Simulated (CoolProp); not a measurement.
A closed Brayton cycle with dry air: compressor inlet 307.15 K and 7.1 MPa, high pressure 14.3 MPa, turbine inlet 845 K, compressor efficiency 0.89, turbine efficiency 0.9, recuperator effectiveness 0.95 (on enthalpy, no pinch check). Each further row changes one setting.

Model: reference Helmholtz-energy equation of state, Lemmon 2000, in CoolProp. It is a pseudo-pure fit of the blend.

```json
[
 {"case": "as stated", "thermal efficiency (%)": "39.5", "net work (kJ/kg)": "66.7", "compressor to turbine work": "0.54", "compressor exit (K)": "384.9", "turbine exit (K)": "717.0"},
 {"case": "turbine inlet 795 K", "thermal efficiency (%)": "36.8", "net work (kJ/kg)": "58.1", "compressor to turbine work": "0.57", "compressor exit (K)": "384.9", "turbine exit (K)": "673.3"},
 {"case": "compressor inlet 317.15 K", "thermal efficiency (%)": "38.1", "net work (kJ/kg)": "63.9", "compressor to turbine work": "0.56", "compressor exit (K)": "397.3", "turbine exit (K)": "717.0"},
 {"case": "high pressure 12.2 MPa", "thermal efficiency (%)": "39.6", "net work (kJ/kg)": "55.3", "compressor to turbine work": "0.52", "compressor exit (K)": "365.9", "turbine exit (K)": "744.3"},
 {"case": "recuperator effectiveness 0.5", "thermal efficiency (%)": "20.3", "net work (kJ/kg)": "66.7", "compressor to turbine work": "0.54", "compressor exit (K)": "384.9", "turbine exit (K)": "717.0"}
]
```
